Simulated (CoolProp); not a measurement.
A single-stage vapour-compression cycle with propylene: evaporating at 206.15 K (dew point), condensing at 238.15 K (bubble point), superheat 0 K, subcooling 0 K, compressor efficiency 0.75, no pressure losses. Each further row changes one setting.

Values from CoolProp's reference Helmholtz-energy equation of state, Lemmon 2013.

| case | cooling COP | pressure ratio | discharge temperature (K) | refrigerating effect (kJ/kg) | volumetric capacity (kJ/m³) |
|---|---|---|---|---|---|
| as stated | 4.30 | 4.55 | 276.7 | 390 | 372 |
| evaporating temperature 211.15 K | 5.32 | 3.47 | 269.4 | (withheld) | 485 |
| condensing temperature 233.15 K | 5.19 | (withheld) | 266.8 | 401 | 382 |
| subcooling 5 K | (withheld) | 4.55 | 276.7 | 401 | 382 |
| superheat 10 K | (withheld) | 4.55 | 287.8 | (withheld) | 365 |
| compressor efficiency 0.65 | 3.73 | 4.55 | (withheld) | 390 | 372 |

Question: Some entries are withheld; supply them.

Answer: 
- evaporating temperature 211.15 K, refrigerating effect (kJ/kg): 395
- condensing temperature 233.15 K, pressure ratio: 3.71
- subcooling 5 K, cooling COP: 4.42
- superheat 10 K, cooling COP: 4.23
- superheat 10 K, refrigerating effect (kJ/kg): 402
- compressor efficiency 0.65, discharge temperature (K): 285.9
